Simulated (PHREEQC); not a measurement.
0.17 g of hydrous ferric oxide (600 m²/g; 0.2 weak and 0.005 strong sites per Fe, Dzombak-Morel constants, diffuse double layer) in 1 kg of water with 0.3 mol/kgw of an inert sodium salt and 1.2e-05 mol BaCl2, at 25 °C; the pH is set by adding NaOH or the inert anion's acid. O2 is buffered at 0.21 atm. CO2 from the air is kept out. Nothing may precipitate in this run.

All values are PHREEQC results (ion-association model, wateq4f.dat), not measurements.

Predict surface charge σ (C/m²), surface potential ψ (mV) at pH = 4, 4.5, 5, 7, 7.5.


```
pH   surface charge σ (C/m²)  surface potential ψ (mV)
---  -----------------------  ------------------------
4                      0.349                       123
4.5                    0.318                       118
5                      0.269                       110
7                      0.066                        46
7.5                    0.034                        26
```
